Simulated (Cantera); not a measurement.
**Reactions in the system H-O-P**

Source: NASA polynomial tables (part measured, part estimated), evaluated in Cantera. Values are per mole of reaction as written; species without (g) are pure solids or liquids, kept so even where they would boil at 1 bar.

4 PH3(g) + 8 O2(g) → P4O10 + 6 H2O(g)

| T (K) | ΔH° (kJ) | ΔS° (J/K) | ΔG° (kJ) | log10 K |
|---|---|---|---|---|
| 375 | -4479.5 | -1111.2 | -4062.8 | 565.90 |
| 400 | -4478.1 | -1107.7 | -4035.0 | 526.91 |
| 425 | -4476.6 | -1104.1 | -4007.4 | 492.52 |
| 450 | -4475.0 | -1100.4 | -3979.8 | 461.96 |
| 475 | -4473.2 | -1096.6 | -3952.4 | 434.62 |
| 500 | -4471.4 | -1092.8 | -3925.0 | 410.03 |
| 525 | -4469.4 | -1088.9 | -3897.7 | 387.80 |
| 550 | -4467.3 | -1085.0 | -3870.6 | 367.59 |
| 575 | -4465.1 | -1081.1 | -3843.5 | 349.14 |
| 600 | -4462.8 | -1077.2 | -3816.5 | 332.25 |
